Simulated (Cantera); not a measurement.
Input: 1 mol Al(CH3)3, 2.4 mol NH3, 480 mol N2, 4.2 mol H2O, held at 57.0 Pa.

Cantera equilibrium calculation (NASA polynomials, part measured and part estimated; ideal gas, pure solids and liquids). Candidate condensed phases: Al, AlN, Al2O3, C, C6H6, C7H8, C8H18, H2O; 148 gas species. The feed counts by its element totals alone. Mutual solubility and eutectic melting of coexisting phases are not modelled. The numbers say what is thermodynamically allowed, not how fast it happens.

**Question.** Which condensed phases are stable at each of these points (T (°C)): 650, 700, 750, 800, 850, 900, 950, 1000, 1050, 1100, 1150, 1200, 1250?

**Answer.** 
```csv
T (°C),condensed phases,Al condensed (%)
650,Al2O3(s) + C(graphite),100.0
700,Al2O3(s) + C(graphite),100.0
750,Al2O3(s) + C(graphite),100.0
800,Al2O3(s) + C(graphite),100.0
850,Al2O3(s) + C(graphite),100.0
900,AlN(s) + Al2O3(s),100.0
950,AlN(s) + Al2O3(s),100.0
1000,AlN(s) + Al2O3(s),100.0
1050,AlN(s) + Al2O3(s),100.0
1100,AlN(s) + Al2O3(s),100.0
1150,AlN(s) + Al2O3(s),100.0
1200,AlN(s) + Al2O3(s),99.9
1250,AlN(s) + Al2O3(s),99.5
```

From 650 °C to 850 °C the condensed part is Al2O3(s) + C(graphite). From 900 °C to 1250 °C the condensed part is AlN(s) + Al2O3(s).
